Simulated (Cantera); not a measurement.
Input: 1 mol SiC, 4.7 mol CO2, 32 mol N2, 0.0073 mol O2, held at 10.0 mbar.

Equilibrium computed with Cantera from the NASA thermochemical tables; the gas is ideal and each condensed phase is pure. Candidate condensed phases: C, Si, SiC, SiO2, Si2N2O, Si3N4; 34 gas species. The tables hold silica as quartz up to 1696 K and as liquid above; real silica turns to tridymite and cristobalite and melts near 1996 K. Kinetics and transport are ignored.

Question: Which condensed phases are stable at each of these points (T (K)): 1473, 1573, 1673, 1773, 1873, 1973, 2073?

Answer: 
| T (K) | condensed phases | Si condensed (%) |
|---|---|---|
| 1473 | SiO2(β-quartz) | 100.0 |
| 1573 | SiO2(β-quartz) | 100.0 |
| 1673 | SiO2(β-quartz) | 100.0 |
| 1773 | SiO2(condensed) | 99.7 |
| 1873 | SiO2(condensed) | 98.2 |
| 1973 | SiO2(condensed) | 91.3 |
| 2073 | SiO2(l) | 68.3 |

From 1473 K to 1673 K the condensed part is SiO2(β-quartz). From 1773 K to 1973 K the condensed part is SiO2(condensed). At 2073 K the condensed part is SiO2(l).
